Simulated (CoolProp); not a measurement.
Vapour-liquid equilibrium of cyclohexane (1) + dimethyl carbonate (2) at 85.15 °C; x and y are mole fractions of (1).

Model: multi-fluid Helmholtz-energy mixture model, Zhou 2014 and Zhou 2011; pair parameters Bell 2016, in CoolProp.

```
x      bubble pressure, mixture model (bar)  bubble pressure, Raoult's law (bar)  y, mixture model  y, Raoult's law
-----  ------------------------------------  -----------------------------------  ----------------  ---------------
0.05                                  1.020                               0.8776               [?]            0.066
0.125                                 1.187                               0.8995             0.345            0.161
0.2                                   1.295                               0.9215             0.431            0.251
0.275                                 1.363                               0.9434             0.486            0.337
0.35                                    [?]                               0.9654               [?]            0.419
0.425                                 1.432                               0.9873             0.553            0.497
0.5                                   1.447                                1.009               [?]            0.572
0.575                                 1.454                                1.031             0.600            0.644
0.65                                  1.454                                1.053             0.625            0.713
0.725                                 1.444                                1.075             0.656            0.779
0.8                                     [?]                                1.097             0.699            0.843
0.875                                   [?]                                1.119             0.765            0.904
0.95                                  1.264                                1.141             0.875            0.962
```

Q: Complete the blanks.

A: 
- 0.05, y, mixture model: 0.190
- 0.35, bubble pressure, mixture model (bar): 1.406
- 0.35, y, mixture model: 0.524
- 0.5, y, mixture model: 0.577
- 0.8, bubble pressure, mixture model (bar): 1.418
- 0.875, bubble pressure, mixture model (bar): 1.365

The largest gap from Raoult's law is +45.6 % in bubble pressure, at x = 0.35. y crosses x between x = 0.575 and 0.65: the model has an azeotrope there.

Pair parameters are fitted to limited data, so mixtures are less certain than the pure fluids.
